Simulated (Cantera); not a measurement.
Si + F₂ + N₂ (silicon etching in halogen gases)

Charge: 1 mol Si, 2.1 mol F₂, 2.1 mol N₂, held at 35.3 Torr.

These are equilibrium values from Cantera (NASA tables, ideal gas, pure condensed phases), not measurements of a reactor. Candidate condensed phases: Si, Si₃N₄; 16 gas species. Equilibrium is a limit: real reactors are often held back by kinetics, nucleation or transport.

```tsv
T (°C)	x N₂	x SiF₄	x F	x F₂	x NF₃
352	0.659	0.319	5.80e-5	0.00218	0.0198
452	0.657	0.316	0.00131	0.0148	0.0107
552	0.654	0.312	0.00870	0.0244	0.00162
652	0.648	0.308	0.0267	0.0173	0.000124
752	0.641	0.305	0.0474	0.00678	5.86e-6
852	0.637	0.304	0.0572	0.00176	2.02e-7
952	0.637	0.303	0.0597	0.000451	8.64e-9
1052	0.636	0.303	0.0603	0.000135	5.49e-10
1152	0.636	0.303	0.0605	4.68e-5	5.06e-11
```
x: gas mole fraction; nothing condenses.

From 352 °C to 1152 °C nothing is condensed. The main Si-bearing gas is SiF₄ throughout.
